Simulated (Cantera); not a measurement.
Input: 1 mol NiS, 0.53 mol H2, at 0.00110 bar.

These are equilibrium values from Cantera (NASA tables, ideal gas, pure condensed phases), not measurements of a reactor. Candidate condensed phases: Ni, NiS, NiS2, Ni3S2, Ni3S4, S; 9 gas species. Kinetics and transport are ignored.

x: gas mole fraction; n: condensed amount in mol.

```tsv
T (K)	x H2	x S2	x H2S	x SH	x S	n Ni3S2(l)
1473	0.728	0.218	0.0468	0.00579	[?]	0.333
1498	0.731	0.220	0.0417	0.00644	[?]	0.333
1523	0.733	0.221	0.0372	0.00713	[?]	0.333
1548	0.735	0.222	0.0333	0.00787	[?]	0.333
1573	0.736	0.223	0.0299	0.00864	[?]	0.333
1598	0.737	0.223	0.0269	0.00946	[?]	0.333
1623	0.738	0.223	0.0242	0.0103	[?]	0.333
1648	0.737	0.223	0.0218	0.0112	[?]	0.333
1673	0.737	0.223	0.0198	0.0121	[?]	0.333
1698	0.735	0.222	0.0179	0.0131	[?]	0.333
```

Question: Some entries are withheld; supply them.

Answer: 
- 1473, x S: 0.000417
- 1498, x S: 0.000562
- 1523, x S: 0.000750
- 1548, x S: 0.000992
- 1573, x S: 0.00130
- 1598, x S: 0.00169
- 1623, x S: 0.00217
- 1648, x S: 0.00277
- 1673, x S: 0.00351
- 1698, x S: 0.00441
